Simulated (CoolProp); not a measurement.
Properties of propyne along the isotherm 454.3 K.

The numbers come from the reference Helmholtz-energy equation of state, Polt 1992 in CoolProp. This equation is an older, rougher fit.

```tsv
p (MPa)	phase	density (kg/m³)	isothermal compressibility (1/MPa)	expansivity (1/kK)
0.218	gas	2.334	4.630	2.267
0.435	gas	4.700	2.342	2.334
0.653	gas	7.123	1.576	2.405
0.87	gas	9.582	1.194	2.479
1.09	gas	12.13	0.9631	2.558
1.31	gas	14.72	0.8098	2.639
1.52	gas	17.25	0.7051	2.721
1.74	gas	19.95	0.6228	2.811
1.96	gas	22.72	0.5593	2.906
2.18	gas	25.55	0.5087	3.005
2.39	gas	28.31	0.4694	3.105
2.61	gas	31.26	0.4352	3.214
2.83	gas	34.29	0.4065	3.331
```
